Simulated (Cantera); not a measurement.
Input (Python, Cantera) and output of one run.

```python
import numpy as np
import cantera as ct

gas_names = """
    CL CL2 H HCL H2 Si SiCL SiCL2 SiCL3 SiCL4 SiH SiHCL3 SiH2 SiH2CL2 SiH3 SiH3CL SiH4 Si2 Si3
""".split()
cond_names = """
    Si(cr) Si(L)
""".split()


# ... load() reads the species with a 1 bar reference pressure and builds the phases ...
atoms = {
    'SiCl4': {'Si': 1, 'CL': 4},
    'Cl2': {'CL': 2},
    'H2': {'H': 2},
}
top_T = {}  # K; cautious upper limits of use, not melting points


# ... equilibrate(T, P, feed) seeds the gas with the atoms and calls Mixture.equilibrate('TP', solver="vcs", rtol=1e-11, max_steps=5000) ...
results = []
feed = {'SiCl4': 1, 'Cl2': 1.7, 'H2': 17}  # mol
T = 1625  # K
for P in [10000, 31000, 98000, 310000, 960000, 3000000]:
    mix = equilibrate(T, P, feed)
    results.append((T, P, feed, dict(zip(mix.species_names, mix.species_moles))))

top = {s: max(r[3][s] / sum(r[3][g] for g in gas_names) for r in results) for s in gas_names}
cols = sorted((s for s in top if top[s] > 1e-05), key=lambda s: -top[s])[:9]
seen = [c for c in cond_names if any(r[3].get(c, 0) > 1e-12 for r in results)]
print("log10 of partial pressures in bar; condensed amounts in mol")
print(f"{'P/Pa':>10s}" + "".join(f"{s[:9]:>10s}" for s in cols + seen))
for T, P, feed, n in results:
    ng = sum(n[g] for g in gas_names)
    print(f"{P:10.4g}" + "".join(f"{np.log10(max(n[s] / ng * P / 1e5, 1e-99)):10.3f}" for s in cols)
          + "".join(f"{n.get(c, 0):10.4g}" for c in seen))
```

It prints:

```
log10 of partial pressures in bar; condensed amounts in mol
      P/Pa        H2       HCL     SiCL2     SiCL4    SiHCL3     SiCL3   SiH2CL2         H        CL
     1e+04    -1.157    -1.595    -2.378    -3.896    -4.264    -3.320    -5.406    -4.730    -5.272
   3.1e+04    -0.662    -1.114    -1.944    -2.995    -3.349    -2.653    -4.476    -4.482    -5.039
   9.8e+04    -0.155    -0.633    -1.552    -2.147    -2.476    -2.032    -3.578    -4.229    -4.811
   3.1e+05     0.352    -0.158    -1.235    -1.388    -1.685    -1.495    -2.754    -3.975    -4.590
   9.6e+05     0.850     0.308    -1.014    -0.732    -0.997    -1.056    -2.035    -3.726    -4.372
     3e+06     1.350     0.785    -0.878    -0.142    -0.384    -0.693    -1.399    -3.476    -4.145
```

Method: chemical equilibrium by Gibbs-energy minimisation in Cantera with the NASA 1993 tables (ideal gas, pure condensed phases). The tables' values for SiCl3 are old estimates; treat these amounts as uncertain.
